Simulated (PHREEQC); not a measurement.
Consider water at 40 °C with 0.0078 mol CdCl2, 8e-05 mol H3BO3 and 0.14 mol HCl per kg of water. Closed to the air; pH follows from the charge balance.

The numbers come from PHREEQC with the ion-association model, phreeqc.dat.

Precipitation was switched off in this run.

Estimate the pH.

pH 0.95.

In which forms is Cl present?

Cl- 94 %, CdCl+ 3.1 %, CdCl2 2.2 % of the Cl.

Constants without temperature data keep their 25 °C values here.
